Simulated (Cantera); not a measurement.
A Cantera script and its output.

```python
import numpy as np
import cantera as ct

gas = ct.Solution("gri30.yaml")
gas.TPX = 725, 100000, {'CH3OH': 1, 'O2': 2.34, 'N2': 12, 'H2O': 2.2}
inlet = ct.Reservoir(gas, clone=True)
gas.equilibrate("HP")  # start burning
reactor = ct.IdealGasConstPressureReactor(gas, energy="on", clone=False)
exhaust = ct.Reservoir(gas, clone=True)
tau = [0.13, 0.046, 0.016, 0.0057, 0.002, 0.00072, 0.00025, 9e-05, 3.2e-05, 1.1e-05][0]
for a, b in ((inlet, reactor), (reactor, exhaust)):
    ct.MassFlowController(a, b, mdot=lambda t: reactor.mass / tau)
net = ct.ReactorNet([reactor])
show = ['CH3OH', 'O2', 'H2O', 'NO', 'HCN']

rows = []
print(f"{'tau/s':>10s}{'T/K':>9s}" + "".join(f"{s:>11s}" for s in show))
for tau in [0.13, 0.046, 0.016, 0.0057, 0.002, 0.00072, 0.00025, 9e-05, 3.2e-05, 1.1e-05]:
    net.initial_time = 0.0
    net.advance(30 * tau)
    before = gas.X
    net.advance(40 * tau)
    drift = np.max(np.abs(gas.X - before) / (gas.X + 1e-9))
    rows.append([gas.T, *gas[show].X, drift])
    print(f"{tau:10.3e}{gas.T:9.1f}" + "".join(f"{x:11.3e}" for x in gas[show].X))
```

Output:

```
     tau/s      T/K      CH3OH         O2        H2O         NO        HCN
 1.300e-01   1715.5  3.015e-06  4.648e-02  2.320e-01  5.375e-06  5.377e-11
 4.600e-02   1710.3  6.039e-06  4.657e-02  2.315e-01  4.672e-06  8.953e-11
 1.600e-02   1701.1  1.201e-05  4.681e-02  2.308e-01  3.828e-06  2.091e-10
 5.700e-03   1685.1  2.343e-05  4.736e-02  2.295e-01  2.970e-06  6.875e-10
 2.000e-03   1657.2  4.748e-05  4.854e-02  2.277e-01  2.302e-06  2.734e-09
 7.200e-04   1611.4  1.054e-04  5.100e-02  2.252e-01  1.671e-06  9.607e-09
 2.500e-04    725.0  5.701e-02  1.334e-01  1.254e-01  3.203e-21  5.816e-22
 9.000e-05    725.0  5.701e-02  1.334e-01  1.254e-01 -1.049e-25 -1.904e-26
 3.200e-05    725.0  5.701e-02  1.334e-01  1.254e-01 -1.628e-27 -2.956e-28
 1.100e-05    725.0  5.701e-02  1.334e-01  1.254e-01 -7.299e-29 -1.325e-29
```

Detailed kinetics in Cantera: GRI-Mech 3.0 (53 species, 325 reactions). GRI-Mech 3.0 was tuned for natural gas; its chemistry of methanol as a main component is partial and can be far from experiment.
